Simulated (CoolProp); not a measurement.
Values from CoolProp's reference Helmholtz-energy equation of state, Lemmon 2006. It is a short technical equation, of lower accuracy than the large ones.

### Question
Give the vapour pressure (MPa), enthalpy of vaporisation (kJ/kg), vapour Z of saturated acetone at 403.1, 411.9, 425.2 K.

### Answer
| T (K) | p (MPa) | enthalpy of vaporisation (kJ/kg) | vapour Z |
|---|---|---|---|
| 403.1 | 0.755 | 406 | 0.824 |
| 411.9 | 0.910 | 392 | 0.802 |
| 425.2 | 1.19 | 369 | 0.765 |
